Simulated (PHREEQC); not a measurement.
# Spent oxide etchant (model solution)

Make-up at 25 °C: 4.3 mmol/kgw HF, 0.095 mmol/kgw (NH4)2SiF6 and 0.41 mmol/kgw HBF4. Closed to the air; pH follows from the charge balance.

Equilibrium calculation in PHREEQC: ion-association model, wateq4f.dat.

| Item | Result |
|---|---|
| pH | 2.78 |
| ionic strength | 0.00201 mol/kgw |
| total alkalinity | -6.32 meq/kg |

| species | molality | activity | log γ |
|---|---|---|---|
| HF | 0.00327 | 0.00327 | 0.000 |
| H+ | 0.00172 | 0.00164 | -0.020 |
| F- | 0.00139 | 0.00133 | -0.022 |
| BF4- | 0.000269 | 0.000256 | -0.022 |
| NH4+ | 0.000190 | 0.000181 | -0.022 |
| H3BO3 | 9.76e-5 | 9.77e-5 | 0.000 |
| SiF6-2 | 9.37e-5 | 7.70e-5 | -0.085 |
| BF3OH- | 3.03e-5 | 2.88e-5 | -0.022 |
| H2F2 | 2.79e-5 | 2.79e-5 | 0.000 |
| HF2- | 1.75e-5 | 1.66e-5 | -0.022 |
| BF2(OH)2- | 1.27e-5 | 1.20e-5 | -0.022 |
| H4SiO4 | 1.28e-6 | 1.28e-6 | 0.000 |
| BF(OH)3- | 5.43e-8 | 5.16e-8 | -0.022 |

This is a speciation only: nothing precipitates in the calculation. SiF6-2 is the database's only silicon fluoride. Real BF4- forms and hydrolyses slowly; the run takes it at equilibrium.
